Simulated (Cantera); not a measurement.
## B₂O₃ + H₂ + N₂ (boron, boron nitride and boron oxide)

Input: 1 mol B₂O₃, 120 mol H₂, 4.1 mol N₂, at 120 Pa.

Method: chemical equilibrium by Gibbs-energy minimisation in Cantera with the NASA 1993 tables (ideal gas, pure condensed phases). Candidate condensed phases: B, BN, B₂O₃, B₃O₃H₃, H₂O; 39 gas species. The numbers say what is thermodynamically allowed, not how fast it happens.

| T (K) | x H₂ | x H | x N₂ | x BO | x HBO | x HBO₂ | x H₂O |
|---|---|---|---|---|---|---|---|
| 1523 | 0.952 | 0.000651 | 0.0328 | 0.000101 | 0.00586 | 0.00537 | 0.000548 |
| 1573 | 0.952 | 0.00114 | 0.0328 | 0.000174 | 0.00616 | 0.00542 | 0.000704 |
| 1623 | 0.950 | 0.00195 | 0.0327 | 0.000290 | 0.00643 | 0.00542 | 0.000886 |
| 1673 | 0.949 | 0.00320 | 0.0327 | 0.000464 | 0.00666 | 0.00538 | 0.00110 |
| 1723 | 0.946 | 0.00512 | 0.0327 | 0.000719 | 0.00683 | 0.00530 | 0.00134 |
| 1773 | 0.943 | 0.00798 | 0.0326 | 0.00108 | 0.00692 | 0.00518 | 0.00161 |
| 1823 | 0.939 | 0.0121 | 0.0325 | 0.00155 | 0.00693 | 0.00501 | 0.00192 |
| 1873 | 0.932 | 0.0180 | 0.0324 | 0.00217 | 0.00683 | 0.00478 | 0.00227 |
| 1923 | 0.924 | 0.0261 | 0.0323 | 0.00293 | 0.00661 | 0.00450 | 0.00265 |
| 1973 | 0.913 | 0.0372 | 0.0321 | 0.00381 | 0.00628 | 0.00417 | 0.00306 |
| 2023 | 0.898 | 0.0519 | 0.0318 | 0.00480 | 0.00584 | 0.00378 | 0.00349 |
| 2073 | 0.878 | 0.0712 | 0.0315 | 0.00584 | 0.00532 | 0.00335 | 0.00393 |
| 2123 | 0.854 | 0.0957 | 0.0311 | 0.00688 | 0.00474 | 0.00289 | 0.00433 |
| 2173 | 0.824 | 0.126 | 0.0306 | 0.00787 | 0.00412 | 0.00243 | 0.00469 |
x: gas mole fraction; nothing condenses.

From 1523 K to 2173 K nothing is condensed. The main B-bearing gas is HBO at 1523 K and BO at 2173 K.
